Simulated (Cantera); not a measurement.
An isothermal, constant-pressure homogeneous reactor starts with CH4 : N2 = 1 : 9.5 (molar parts), at 1475 K and 0.610 bar.

Model: GRI-Mech 3.0 (53 species, 325 reactions), integrated in Cantera. GRI-Mech 3.0 stops at C3 and has no aromatics, soot or wall deposition, so with more carbon than oxygen in the feed, carbon stays in small species such as C2H2 where larger ones or solid carbon would form.

Question: Predict: x(CH4) at 3.00 s; x(C2H4) at 3.00 s; x(C2H6) at 3.00 s; x(H2) at 3.00 s; x(C2H) at 3.00 s; x(C2H2) at 3.00 s; x(H) at 3.00 s.

Answer: 
```json
{
  "x(CH4) at 3.00 s": "0.0355 (gas-phase equilibrium 0.00367)",
  "x(C2H4) at 3.00 s": "0.000606 (gas-phase equilibrium 0.000414)",
  "x(C2H6) at 3.00 s": "1.55e-5 (gas-phase equilibrium 3.31e-7)",
  "x(H2) at 3.00 s": "0.0812 (gas-phase equilibrium 0.125)",
  "x(C2H) at 3.00 s": "1.71e-9 (gas-phase equilibrium 1.14e-9)",
  "x(C2H2) at 3.00 s": "0.0267 (gas-phase equilibrium 0.0149)",
  "x(H) at 3.00 s": "3.25e-6 (gas-phase equilibrium 5.91e-6)"
}
```
